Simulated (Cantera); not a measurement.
An isothermal, constant-pressure homogeneous reactor starts with NO : N₂ = 1 : 4.3 (molar parts), at 1900 K and 203 Torr.

Model: GRI-Mech 3.0 (53 species, 325 reactions), integrated in Cantera.

x: mole fraction; the columns are a selection and need not sum to one.

```
t (s)       x NO   x N₂    x N₂O     x NO₂      x O₂       x O
--------  ------  -----  -------  --------  --------  --------
4.00e-6    0.189  0.811  2.08e-8  5.77e-11  1.93e-12   2.08e-8
2.01e-5    0.189  0.811  1.04e-7   1.43e-9  4.82e-11   1.03e-7
0.000101   0.189  0.811  5.14e-7   3.33e-8   1.18e-9   4.98e-7
0.000504   0.189  0.811  2.41e-6   6.05e-7   2.85e-8   2.22e-6
0.00253    0.189  0.811  8.91e-6   6.12e-6   9.77e-7   1.05e-5
0.0127     0.189  0.811  1.53e-5       [?]       [?]       [?]
0.0635     0.188  0.812  1.53e-5       [?]       [?]       [?]
0.318      0.184  0.813  1.47e-5   2.85e-5   0.00209   4.19e-5
1.60       0.167  0.822  1.18e-5   4.37e-5    0.0108   6.80e-5
8.00      0.0967  0.857  3.88e-6   4.86e-5    0.0459  0.000126
```

Question: Some entries are withheld; supply them.

Answer: 
- 0.0127, x NO₂: 2.13e-5
- 0.0127, x O₂: 4.36e-5
- 0.0127, x O: 3.15e-5
- 0.0635, x NO₂: 2.33e-5
- 0.0635, x O₂: 0.000380
- 0.0635, x O: 3.43e-5
